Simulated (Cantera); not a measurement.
Metals in furnace atmospheres: Pb + H2S + H2

Feed: 1 mol Pb, 0.75 mol H2S, 46 mol H2, held at 1648 K and 11.0 Pa.

Cantera equilibrium calculation (NASA polynomials, part measured and part estimated; ideal gas, pure solids and liquids). Candidate condensed phases: Pb, PbS, S; 10 gas species. Rates play no part.

The x(H2) is 0.962. The x(Pb) is 0.0194, the x(H) is 0.00833 and the x(S2) comes out as 0.00485. The x(SH) is 0.00189 and the x(H2S) comes out as 0.00133. The x(PbS) is 0.00132 and the x(S) comes out as 0.00129. The gas amount is 48.29 mol, the log10 activity of S(l) (absent) is -4.49 and the log10 activity of Pb(l) (absent) is -4.62.
